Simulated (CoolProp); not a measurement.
R1336mzz(E) at 293.15 K and 0.0878 MPa is compressed adiabatically to 0.33 MPa with isentropic efficiency 0.85. Each further row changes one setting.

Computed with CoolProp (reference Helmholtz-energy equation of state, Akasaka 2023).

```
case             work (kJ/kg)  final temperature (K)  final density (kg/m³)
---------------  ------------  ---------------------  ---------------------
as stated                22.7                  325.3                      ?
efficiency 1             19.3                      ?                      ?
efficiency 0.65          29.6                      ?                   21.5
```

Some entries are withheld; supply them.


- as stated, final density (kg/m³): 22.2
- efficiency 1, final temperature (K): 321.5
- efficiency 1, final density (kg/m³): 22.6
- efficiency 0.65, final temperature (K): 333.1
